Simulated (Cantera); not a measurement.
What does this Cantera script print?

```python
import numpy as np
import cantera as ct

gas = ct.Solution("gri30.yaml")
gas.TPX = 900, 290, {'H2': 0.027, 'O2': 1}
reactor = ct.IdealGasConstPressureReactor(gas, energy="off", clone=False)
net = ct.ReactorNet([reactor])
net.rtol, net.atol = 1e-08, 1e-18
show = ['H2', 'O2', 'H2O2', 'HO2', 'H', 'OH', 'O']
times = np.geomspace(1e-05, 3, 14)

steps = ct.SolutionArray(gas, extra=["t"])
rows = []
print(f"{'t/s':>10s}{'T/K':>9s}{'P/Pa':>11s}" + "".join(f"{s:>11s}" for s in show))
for t in times:
    while net.time < t:
        t_next = net.step()
        steps.append(gas.state, t=t_next)
    rows.append([np.interp(t, steps.t, y) for y in (steps.T, steps.P, *steps(*show).X.T)])
    print(f"{t:10.3e}{rows[-1][0]:9.1f}{rows[-1][1]:11.4g}" + "".join(f"{x:11.3e}" for x in rows[-1][2:]))
rate = np.gradient(steps.T, steps.t)
print("integrator steps:", len(steps.t))
if steps.T.max() > steps.T[0] + 200:
    print(f"time of steepest temperature rise: {steps.t[rate.argmax()]:.4e} s")
gas.TPX = 900, 290, {'H2': 0.027, 'O2': 1}
gas.equilibrate("TP")
print(f"equilibrium (TP): T = {gas.T:.1f} K  " + "  ".join(f"{s} {gas[s].X[0]:.3e}" for s in show))
```

Result:

```
       t/s      T/K       P/Pa         H2         O2       H2O2        HO2          H         OH          O
 1.000e-05    900.0        290  2.629e-02  9.737e-01  2.111e-21  2.576e-14  2.566e-14  1.051e-16  1.054e-16
 2.638e-05    900.0        290  2.629e-02  9.737e-01  1.500e-20  6.797e-14  6.722e-14  7.370e-16  7.435e-16
 6.960e-05    900.0        290  2.629e-02  9.737e-01  9.649e-20  1.794e-13  1.747e-13  4.640e-15  4.727e-15
 1.836e-04    900.0        290  2.629e-02  9.737e-01  6.609e-19  4.733e-13  4.432e-13  3.008e-14  3.143e-14
 4.845e-04    900.0        290  2.629e-02  9.737e-01  4.595e-18  1.250e-12  1.072e-12  1.816e-13  2.031e-13
 1.278e-03    900.0        290  2.629e-02  9.737e-01  3.202e-17  3.304e-12  2.476e-12  9.304e-13  1.225e-12
 3.372e-03    900.0        290  2.629e-02  9.737e-01  2.234e-16  8.760e-12  6.455e-12  4.097e-12  7.255e-12
 8.896e-03    900.0        290  2.629e-02  9.737e-01  1.572e-15  2.361e-11  3.247e-11  2.588e-11  5.993e-11
 2.347e-02    900.0        290  2.629e-02  9.737e-01  1.282e-14  9.603e-11  1.343e-09  1.124e-09  2.788e-09
 6.192e-02    900.0        290  2.620e-02  9.736e-01  5.785e-11  4.595e-07  2.154e-05  1.779e-05  4.433e-05
 1.634e-01    900.0        290  5.729e-04  9.606e-01  1.353e-08  1.674e-06  4.760e-03  7.044e-04  1.028e-02
 4.310e-01    900.0        290  1.515e-04  9.675e-01  8.921e-09  1.265e-06  1.180e-03  3.513e-04  5.179e-03
 1.137e+00    900.0        290  3.630e-05  9.719e-01  8.317e-09  7.711e-07  1.442e-04  1.636e-04  1.367e-03
 3.000e+00    900.0        290  5.939e-06  9.731e-01  7.019e-09  3.371e-07  1.011e-05  6.603e-05  2.378e-04
integrator steps: 1179
equilibrium (TP): T = 900.0 K  H2 1.614e-12  O2 9.734e-01  H2O2 9.634e-13  HO2 5.961e-11  H 2.776e-15  OH 4.295e-08  O 9.929e-11
```

Detailed kinetics in Cantera: GRI-Mech 3.0 (53 species, 325 reactions). Radical loss at walls, strong at low pressure, is not modelled. Below about 950 K walls govern HO2 and H2O2 in real vessels.
